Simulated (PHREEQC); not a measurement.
Solution (25 °C): 0.18 mol KH2PO4 and 0.23 mol K2HPO4 per kg of water. Closed to the air; pH follows from the charge balance.

Model: ion-association model, phreeqc.dat, run in PHREEQC.

Each row changes one thing in this solution. This is a speciation only: nothing precipitates in the calculation.

```tsv
case	pH	ionic strength (mol/kgw)	K+ (mol/kgw)	HPO4-2 (mol/kgw)	H2PO4- (mol/kgw)	KHPO4- (mol/kgw)
as made	6.67	0.794	0.602	0.192	0.180	0.0379
KH2PO4 replaced by KCl at the same molality	8.92	0.796	0.602	0.190	0.00101	0.0376
K2HPO4 replaced by KHF2 at the same molality	3.04	0.411	0.410	3.42e-5	0.166	5.89e-6
KH2PO4 left out	8.96	0.630	0.430	0.198	0.00101	0.0303
0.031 mol/kgw KHCO3 added	6.69	0.827	0.631	0.196	0.174	0.0400
temperature from 25 to 35 °C	6.64	0.796	0.603	0.193	0.180	0.0371
```

The ionic strength passes 0.7 mol/kgw, the rough limit of the ion-association models, in as made; KH2PO4 replaced by KCl at the same molality; 0.031 mol/kgw KHCO3 added; temperature from 25 to 35 °C. Complexes and solids missing from the database can't appear.
